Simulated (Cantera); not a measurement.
A closed system holds: 1 mol CaO, 2.3 mol HF, 37 mol N2, held at 2000 Pa.

Cantera equilibrium calculation (NASA polynomials, part measured and part estimated; ideal gas, pure solids and liquids). Candidate condensed phases: Ca, CaF2, CaO, Ca(OH)2, H2O; 47 gas species. Mutual solubility and eutectic melting of coexisting phases are not modelled. Equilibrium is a limit: real reactors are often held back by kinetics, nucleation or transport.

### Question
What share of the Ca ends up in condensed phases as a function of T (K), at 1325, 1375, 1425, 1475, 1525, 1575, 1625, 1675, 1725, 1775, 1825?

### Answer
| T (K) | Ca condensed (%) | as |
|---|---|---|
| 1325 | 100.0 | CaF2(s) |
| 1375 | 100.0 | CaF2(s) |
| 1425 | 99.9 | CaF2(s) + CaO(s) |
| 1475 | 99.8 | CaF2(s) + CaO(s) |
| 1525 | 99.3 | CaF2(s) + CaO(s) |
| 1575 | 98.1 | CaF2(s) + CaO(s) |
| 1625 | 95.2 | CaF2(s) + CaO(s) |
| 1675 | 88.6 | CaF2(s) + CaO(s) |
| 1725 | 75.6 | CaF2(l) + CaO(s) |
| 1775 | 64.5 | CaO(s) |
| 1825 | 61.3 | CaO(s) |
